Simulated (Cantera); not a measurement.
# Premixed flame

A freely propagating, adiabatic, planar premixed flame of 8.10 % CH4, 19.3 % O2, 72.5 % N2, 0.170 % CO2, equivalence ratio 0.84, unburnt at 450 K and 0.860 bar; mixture-averaged transport, grid criteria slope 0.08 and curve 0.16, no radiation.

Model: GRI-Mech 3.0 (53 species, 325 reactions), integrated in Cantera. Burning velocities carry a grid error of a few per cent, more on coarse grids.

| z (mm) | T (K) | u (m/s) | x CH4 | x O2 | x C2H | x NO | x C2H4 | x NO2 |
|---|---|---|---|---|---|---|---|---|
| -1.41 | 450 | 0.666 | 0.0809 | 0.193 | <1e-8 | <1e-8 | <1e-8 | <1e-8 |
| -0.939 | 452 | 0.669 | 0.0807 | 0.192 | <1e-8 | <1e-8 | 9.62e-8 | <1e-8 |
| -0.704 | 458 | 0.680 | 0.0802 | 0.192 | <1e-8 | <1e-8 | 7.15e-7 | <1e-8 |
| -0.470 | 510 | 0.759 | 0.0768 | 0.188 | <1e-8 | 5.87e-8 | 8.79e-6 | 4.25e-8 |
| -0.235 | 866 | 1.30 | 0.0559 | 0.159 | <1e-8 | 8.90e-7 | 0.000118 | 6.39e-8 |
| -0.117 | 1255 | 1.90 | 0.0315 | 0.123 | <1e-8 | 2.21e-6 | 0.000263 | 1.85e-8 |
| 0 | 1628 | 2.48 | 0.00765 | 0.0788 | 3.45e-8 | 4.44e-6 | 0.000169 | <1e-8 |
| 0.117 | 1782 | 2.71 | 0.000535 | 0.0540 | 2.00e-8 | 7.17e-6 | 7.96e-6 | <1e-8 |
| 0.235 | 1832 | 2.78 | 1.87e-5 | 0.0457 | <1e-8 | 9.16e-6 | 9.23e-8 | <1e-8 |
| 0.470 | 1893 | 2.85 | 4.05e-8 | 0.0409 | <1e-8 | 1.19e-5 | <1e-8 | <1e-8 |
| 0.939 | 1967 | 2.95 | <1e-8 | 0.0377 | <1e-8 | 1.60e-5 | <1e-8 | <1e-8 |
| 1.88 | 2041 | 3.05 | <1e-8 | 0.0352 | <1e-8 | 2.25e-5 | <1e-8 | <1e-8 |
| 3.76 | 2099 | 3.12 | <1e-8 | 0.0332 | <1e-8 | 3.23e-5 | <1e-8 | 1.19e-8 |
x: mole fraction of selected species; z is measured from the peak of heat release.

```yaml
laminar_burning_velocity: 66.5 cm/s
thermal_thickness: 0.470 mm
peak x(C2H): 4.94e-8
peak x(C2H4): 0.000286
grid_points: 139
```
